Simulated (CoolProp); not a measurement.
Computed with CoolProp (reference Helmholtz-energy equation of state, Lemmon 2000). It is a pseudo-pure fit of the blend.

For dry air, give the phase and the Joule-Thomson coefficient (K/MPa), Prandtl number at 134.1 K and 1.01 bar.


- 134.1 K and 1.01 bar: gas; Joule-Thomson coefficient 9.89, Prandtl number 0.750

Viscosity comes from a separate model (Lemmon 2004). Thermal conductivity comes from a separate model (Lemmon 2004).
